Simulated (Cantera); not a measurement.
An adiabatic, constant-pressure homogeneous reactor starts with CH₄ : O₂ : N₂ : CO₂ = 1 : 1.33 : 5.01 : 0.3 (molar parts), at 1125 K and 5.00 bar. Integrator tolerance rtol = 1e-08.

Model: GRI-Mech 3.0 (53 species, 325 reactions), integrated in Cantera.

Q: What does this change do: CO2 0.3 to 0.093 parts?

A: 
```tsv
quantity	before	after
time of steepest temperature rise	36.0 ms	34.7 ms
temperature at 5.00 s	2452 K	2501 K
equilibrium temperature	2452 K	2501 K
x(CH₄) at 5.00 s	1.08e-11 (gas-phase equilibrium 1.22e-11)	1.43e-11 (gas-phase equilibrium 1.62e-11)
x(O₂) at 5.00 s	4.33e-5 (gas-phase equilibrium 4.33e-5)	4.62e-5 (gas-phase equilibrium 4.62e-5)
x(CO₂) at 5.00 s	0.0531 (gas-phase equilibrium 0.0531)	0.0390 (gas-phase equilibrium 0.0390)
x(C₂H₂) at 5.00 s	<1e-12 (gas-phase equilibrium <1e-12)	<1e-12 (gas-phase equilibrium <1e-12)
x(NO₂) at 5.00 s	7.96e-9 (gas-phase equilibrium 7.96e-9)	8.91e-9 (gas-phase equilibrium 8.91e-9)
x(NO) at 5.00 s	0.000265 (gas-phase equilibrium 0.000265)	0.000303 (gas-phase equilibrium 0.000303)
x(H₂) at 5.00 s	0.0579 (gas-phase equilibrium 0.0579)	0.0691 (gas-phase equilibrium 0.0691)
```

Q: What does this change do: 0.025 parts C2H6 added?

A: 
```
quantity                                                              before                                      after
---------------------------------  -----------------------------------------  -----------------------------------------
time of steepest temperature rise                                    36.0 ms                                    16.7 ms
temperature at 5.00 s                                                 2452 K                                     2413 K
equilibrium temperature                                               2452 K                                     2413 K
x(CH₄) at 5.00 s                   1.08e-11 (gas-phase equilibrium 1.22e-11)  2.27e-11 (gas-phase equilibrium 2.56e-11)
x(O₂) at 5.00 s                      4.33e-5 (gas-phase equilibrium 4.33e-5)    2.03e-5 (gas-phase equilibrium 2.03e-5)
x(CO₂) at 5.00 s                       0.0531 (gas-phase equilibrium 0.0531)      0.0486 (gas-phase equilibrium 0.0486)
x(C₂H₂) at 5.00 s                      <1e-12 (gas-phase equilibrium <1e-12)      <1e-12 (gas-phase equilibrium <1e-12)
x(NO₂) at 5.00 s                     7.96e-9 (gas-phase equilibrium 7.96e-9)    3.60e-9 (gas-phase equilibrium 3.60e-9)
x(NO) at 5.00 s                    0.000265 (gas-phase equilibrium 0.000265)  0.000168 (gas-phase equilibrium 0.000168)
x(H₂) at 5.00 s                        0.0579 (gas-phase equilibrium 0.0579)      0.0679 (gas-phase equilibrium 0.0679)
```
